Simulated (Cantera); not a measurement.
Charge: 1 mol Si, 0.017 mol N₂O, 8.2 mol N₂, 0.028 mol CO₂, held at 1602 °C and 0.133 bar.

Method: chemical equilibrium by Gibbs-energy minimisation in Cantera with the NASA 1993 tables (ideal gas, pure condensed phases). Candidate condensed phases: C, Si, SiC, SiO₂, Si₂N₂O, Si₃N₄; 34 gas species. Mutual solubility and eutectic melting of coexisting phases are not modelled. Equilibrium is a limit: real reactors are often held back by kinetics, nucleation or transport.

Base state: N₂ 0.992, SiO 0.00458, CO 0.00366, Si 2.44e-5 (mole fractions); condensed: Si₂N₂O(s) + Si₃N₄(s).

Question: What changes in the equilibrium state with this change: temperature from 1602 °C to 1077 °C?

Answer: 
| species | before | after |
|---|---|---|
| N₂ | 0.992 | 1.000 |
| CO | 0.00366 | 1.84e-5 |
| SiO | 0.00458 | 2.65e-9 |
| Si | 2.44e-5 | <1e-9 |
| Si₂N₂O(s), mol | 0.01000 | 0.0729 |
| Si₃N₄(s), mol | 0.315 | 0.285 |
| C(graphite), mol | 0 | 0.0279 |
